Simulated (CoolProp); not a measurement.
Vapour-liquid equilibrium of cyclopropane (1) + R134a (2) at 16.2 bar; x and y are mole fractions of (1).

Values from CoolProp's multi-fluid Helmholtz-energy mixture model, Polt 1992 and Tillner-Roth 1994; pair parameters Bell 2016. This equation is an older, rougher fit; its heat capacities, sound speeds and derivatives of the liquid may be far off and weren't checked against measurements.

| x | bubble temperature, mixture model (K) | bubble temperature, Raoult's law (K) | y, mixture model | y, Raoult's law |
|---|---|---|---|---|
| 0.05 | 329.0 | 331.6 | 0.088 | 0.050 |
| 0.125 | 325.8 | 331.6 | 0.198 | 0.125 |
| 0.2 | 323.5 | 331.5 | 0.287 | 0.201 |
| 0.275 | 321.8 | 331.5 | 0.359 | 0.276 |
| 0.35 | 320.7 | 331.5 | 0.418 | 0.351 |
| 0.425 | 320.0 | 331.5 | 0.469 | 0.426 |
| 0.5 | 319.7 | 331.5 | 0.514 | 0.501 |
| 0.575 | 319.7 | 331.5 | 0.558 | 0.576 |
| 0.65 | 320.1 | 331.5 | 0.603 | 0.651 |
| 0.725 | 320.8 | 331.5 | 0.652 | 0.726 |
| 0.8 | 322.2 | 331.4 | 0.712 | 0.801 |
| 0.875 | 324.3 | 331.4 | 0.790 | 0.875 |
| 0.95 | 327.9 | 331.4 | 0.899 | 0.950 |

The largest gap from Raoult's law is -11.8 K in bubble temperature, at x = 0.5. y crosses x between x = 0.5 and 0.575: the model has an azeotrope there.

The pair parameters rest on a limited set of measurements; away from them the model extrapolates.
